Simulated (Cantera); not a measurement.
An isothermal, constant-pressure homogeneous reactor starts with 0.901 % CH4, 99.1 % N2, at 1300 K and 2670 Pa.

Model: GRI-Mech 3.0 (53 species, 325 reactions), integrated in Cantera. GRI-Mech 3.0 stops at C3 and has no aromatics, soot or wall deposition, so with more carbon than oxygen in the feed, carbon stays in small species such as C2H2 where larger ones or solid carbon would form. Radical loss at walls, strong at low pressure, is not modelled.

Problem. Predict: x(CH4) at 100 s; x(CH3) at 100 s; x(C2H6) at 100 s; x(C2H2) at 100 s.

Solution. 
| Property | Result |
|---|---|
| x(CH4) at 100 s | 0.00809 (gas-phase equilibrium 8.56e-6) |
| x(CH3) at 100 s | 7.72e-6 (gas-phase equilibrium 9.91e-9) |
| x(C2H6) at 100 s | 4.26e-6 (gas-phase equilibrium 7.47e-12) |
| x(C2H2) at 100 s | 0.000378 (gas-phase equilibrium 0.000411) |
